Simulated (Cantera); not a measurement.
Charge: 1 mol PbO, 0.4 mol CO, 1.9 mol N2, at 950 K and 36.0 mbar.

Cantera equilibrium calculation (NASA polynomials, part measured and part estimated; ideal gas, pure solids and liquids). Candidate condensed phases: C, Pb, PbO, PbO2, Pb3O4; 27 gas species. Rates play no part.

Base state: N2 0.826, CO2 0.174, Pb 0.000140, CO 1.19e-5 (mole fractions); condensed: Pb(l) + PbO(yellow).

Q: What changes in the equilibrium state with this change: PbO replaced by Pb?

A: 
| species | before | after |
|---|---|---|
| N2 | 0.826 | 0.827 |
| CO | 1.19e-5 | 0.171 |
| CO2 | 0.174 | 0.00175 |
| Pb | 0.000140 | 0.000140 |
| Pb(l), mol | 0.400 | 1.000 |
| PbO(yellow), mol | 0.600 | 0 |
| C(graphite), mol | 0 | 0.00403 |
